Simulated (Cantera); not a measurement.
**Stirred combustor or abatement burner**

A perfectly stirred reactor is fed with H2 : O2 : N2 : H2O : CO2 = 1 : 0.417 : 1.57 : 0.45 : 0.052 (molar parts), equivalence ratio 1.2, at 2.20 bar; it is adiabatic with a 625 K inlet, and is followed from long to short residence time, starting on the burning branch (τ in s: 0.072, 0.03, 0.012, 0.005, 0.002, 0.00084, 0.00034, 0.00014, 5.8e-05, 2.4e-05, 9.8e-06, 4e-06).

Detailed kinetics in Cantera: GRI-Mech 3.0 (53 species, 325 reactions). The hydrogen kinetics of GRI-Mech 3.0 are dated; newer H2 mechanisms differ, most at raised pressure.

```json
[
 {"τ (s)": "0.072", "T (K)": "2276", "x H2": "0.0483", "x O2": "0.000206", "x H2O": "0.421", "x NO": "0.000217", "x O": "4.82e-5", "x N2O": "2.07e-8"},
 {"τ (s)": "0.030", "T (K)": "2271", "x H2": "0.0485", "x O2": "0.000307", "x H2O": "0.420", "x NO": "0.000171", "x O": "6.79e-5", "x N2O": "2.28e-8"},
 {"τ (s)": "0.012", "T (K)": "2261", "x H2": "0.0489", "x O2": "0.000524", "x H2O": "0.419", "x NO": "0.000127", "x O": "0.000113", "x N2O": "2.68e-8"},
 {"τ (s)": "0.0050", "T (K)": "2244", "x H2": "0.0497", "x O2": "0.000922", "x H2O": "0.416", "x NO": "9.40e-5", "x O": "0.000201", "x N2O": "3.24e-8"},
 {"τ (s)": "0.0020", "T (K)": "2216", "x H2": "0.0512", "x O2": "0.00167", "x H2O": "0.412", "x NO": "6.77e-5", "x O": "0.000380", "x N2O": "3.99e-8"},
 {"τ (s)": "0.00084", "T (K)": "2176", "x H2": "0.0534", "x O2": "0.00287", "x H2O": "0.406", "x NO": "4.92e-5", "x O": "0.000691", "x N2O": "4.79e-8"},
 {"τ (s)": "0.00034", "T (K)": "2114", "x H2": "0.0567", "x O2": "0.00481", "x H2O": "0.398", "x NO": "3.61e-5", "x O": "0.00125", "x N2O": "5.64e-8"},
 {"τ (s)": "0.00014", "T (K)": "2030", "x H2": "0.0610", "x O2": "0.00758", "x H2O": "0.387", "x NO": "2.81e-5", "x O": "0.00212", "x N2O": "6.33e-8"},
 {"τ (s)": "5.8e-5", "T (K)": "1921", "x H2": "0.0664", "x O2": "0.0113", "x H2O": "0.373", "x NO": "2.23e-5", "x O": "0.00331", "x N2O": "6.73e-8"},
 {"τ (s)": "2.4e-5", "T (K)": "1787", "x H2": "0.0734", "x O2": "0.0164", "x H2O": "0.356", "x NO": "1.63e-5", "x O": "0.00462", "x N2O": "6.67e-8"},
 {"τ (s)": "9.8e-6", "T (K)": "1623", "x H2": "0.0872", "x O2": "0.0250", "x H2O": "0.333", "x NO": "9.06e-6", "x O": "0.00547", "x N2O": "5.94e-8"},
 {"τ (s)": "4.0e-6", "T (K)": "625", "x H2": "0.287", "x O2": "0.120", "x H2O": "0.129", "x NO": "<1e-12", "x O": "<1e-12", "x N2O": "<1e-12"}
]
```
x: mole fraction; the columns are a selection and need not sum to one.
